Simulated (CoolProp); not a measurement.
A single-stage vapour-compression cycle with cyclohexane: evaporating at 311.15 K (dew point), condensing at 354.15 K (bubble point), superheat 2 K, subcooling 2 K, compressor efficiency 0.65, no pressure losses. Each further row changes one setting.

Model: reference Helmholtz-energy equation of state, Zhou 2014, in CoolProp.

```tsv
case	cooling COP	pressure ratio	discharge temperature (K)	refrigerating effect (kJ/kg)	volumetric capacity (kJ/m³)
as stated	4.12	4.50	365.0	304	226
evaporating temperature 316.15 K	4.83	3.68	363.3	311	278
condensing temperature 349.15 K	4.77	3.86	359.9	315	234
subcooling 7 K	[?]	4.50	365.0	315	234
superheat 12 K	[?]	4.50	374.8	318	229
compressor efficiency 0.55	3.49	4.50	[?]	304	226
```

Q: What belongs in the gaps?

A: 
- subcooling 7 K, cooling COP: 4.27
- superheat 12 K, cooling COP: 4.17
- compressor efficiency 0.55, discharge temperature (K): 373.1
